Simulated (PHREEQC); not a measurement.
## Leach liquor: an equilibrium model

Solution (25 °C and 500 atm): 0.0013 mol HCl and 0.0061 mol MnSO4 per kg of water. Closed to the air; pH follows from the charge balance.

All values are PHREEQC results (ion-association model, phreeqc.dat), not measurements.

Precipitation was switched off in this run.

Problem. Estimate the pH, specific conductance, ionic strength.

Solution. pH 3.00; specific conductance 1560 µS/cm; ionic strength 0.0217 mol/kgw.

Problem. In which forms is S present?

Solution. SO4-2 82 %, MnSO4 15 %, HSO4- 3.1 % of the S.

Under pressure, the constants of complexes without a molar volume in the database are unreliable.
